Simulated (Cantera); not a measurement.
Charge: 1 mol Si2Cl6, 3.7 mol NH3, 0.13 mol H2, held at 1325 K and 0.420 bar.

Cantera equilibrium calculation (NASA polynomials, part measured and part estimated; ideal gas, pure solids and liquids). Candidate condensed phases: NH4Cl, Si, Si3N4; 28 gas species. The feed counts by its element totals alone. The tables' values for SiCl3 are old estimates; treat these amounts as uncertain. The numbers say what is thermodynamically allowed, not how fast it happens.

Base state: H2 0.425, HCl 0.406, N2 0.102, SiCl4 0.0597, SiHCl3 0.00320, SiCl3 0.00304, SiCl2 0.000839, SiH2Cl2 2.46e-5 (mole fractions); condensed: Si3N4(s).

Q: What changes in the equilibrium state with this change: temperature from 1325 K to 873.15 K?

A: 
```tsv
species	before	after
H2	0.425	0.473
HCl	0.406	0.325
N2	0.102	0.115
SiCl4	0.0597	0.0863
SiCl2	0.000839	1.77e-9
SiCl3	0.00304	1.61e-6
SiH2Cl2	2.46e-5	7.63e-8
NH3	4.18e-6	7.02e-5
Si3N4(s), mol	0.466	0.409
```

Q: What changes in the equilibrium state with this change: temperature from 1325 K to 1173 K?

A: 
```json
[
 {"species": "H2", "before": "0.425", "after": "0.437"},
 {"species": "HCl", "before": "0.406", "after": "0.389"},
 {"species": "N2", "before": "0.102", "after": "0.104"},
 {"species": "SiCl4", "before": "0.0597", "after": "0.0680"},
 {"species": "SiCl2", "before": "0.000839", "after": "3.33e-5"},
 {"species": "SiCl3", "before": "0.00304", "after": "0.000480"},
 {"species": "SiH2Cl2", "before": "2.46e-5", "after": "5.97e-6"},
 {"species": "SiHCl3", "before": "0.00320", "after": "0.00178"},
 {"species": "Si3N4(s), mol", "before": "0.466", "after": "0.456"}
]
```

Q: What changes in the equilibrium state with this change: Si2Cl6 replaced by trisilylamine?

A: 
| species | before | after |
|---|---|---|
| H2 | 0.425 | 0.967 |
| N2 | 0.102 | 0.0332 |
| HCl | 0.406 | 0 |
| SiCl4 | 0.0597 | 0 |
| SiHCl3 | 0.00320 | 0 |
| SiCl3 | 0.00304 | 0 |
| SiCl2 | 0.000839 | 0 |
| Si3N4(s), mol | 0.466 | 1.00 |
